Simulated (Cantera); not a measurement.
Input: 1 mol CH3SiCl3, 0.32 mol C3H8, 3.4 mol H2, 0.0055 mol C2H2, equilibrated at 32.0 mbar.

Equilibrium computed with Cantera from the NASA thermochemical tables; the gas is ideal and each condensed phase is pure. Candidate condensed phases: C, C6H6, C7H8, C8H18, Si, SiC; 109 gas species. The feed counts by its element totals alone. Gases not in the tables: Si2H6 and higher silanes. Equilibrium is a limit: real reactors are often held back by kinetics, nucleation or transport.

**Question.** Which condensed phases are stable at each of these points (T (°C)): 1427, 1502, 1577, 1652, 1727, 1802, 1877, 1952, 2027, 2102, 2177, 2252?

**Answer.** 
```csv
T (°C),condensed phases,Si condensed (%)
1427,C(graphite) + SiC(s),90.6
1502,C(graphite) + SiC(s),88.5
1577,C(graphite) + SiC(s),86.2
1652,C(graphite) + SiC(s),83.8
1727,C(graphite) + SiC(s),81.2
1802,C(graphite) + SiC(s),78.4
1877,C(graphite) + SiC(s),75.3
1952,C(graphite) + SiC(s),71.4
2027,C(graphite) + SiC(s),65.7
2102,C(graphite) + SiC(s),55.8
2177,C(graphite) + SiC(s),36.1
2252,C(graphite),0.0
```

From 1427 °C to 2177 °C the condensed part is C(graphite) + SiC(s). At 2252 °C the condensed part is C(graphite).
